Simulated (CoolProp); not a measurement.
R11 along the isobar 20 MPa: density (kg/m³) from the reference equation and from simpler models built on Tc = 198.0 °C, pc = 4.408 MPa, ω = 0.189; each cubic takes its own stable root.

Computed with CoolProp (reference Helmholtz-energy equation of state, Jacobsen 1992).

```csv
T (°C),phase,reference
143.05,liquid,1265
149.45,liquid,1250
155.95,liquid,1234
162.35,liquid,1218
168.85,liquid,1202
175.25,liquid,1185
181.75,liquid,1169
188.15,liquid,1152
194.65,liquid,1135
201.05,supercritical,1118
207.55,supercritical,1100
213.95,supercritical,1083
220.45,supercritical,1065
226.85,supercritical,1047
```

How far does each simpler model (van der Waals, Redlich-Kwong, Peng-Robinson) lie from the reference over these 14 states: mean and median of the absolute difference, and the worst?


- van der Waals: mean 26.1 %, median 26.3 %, worst -29.0 % at 143.05 °C and 20 MPa
- Redlich-Kwong: mean 4.9 %, median 4.9 %, worst -5.2 % at 143.05 °C and 20 MPa
- Peng-Robinson: mean 6.4 %, median 6.5 %, worst +7.6 % at 143.05 °C and 20 MPa
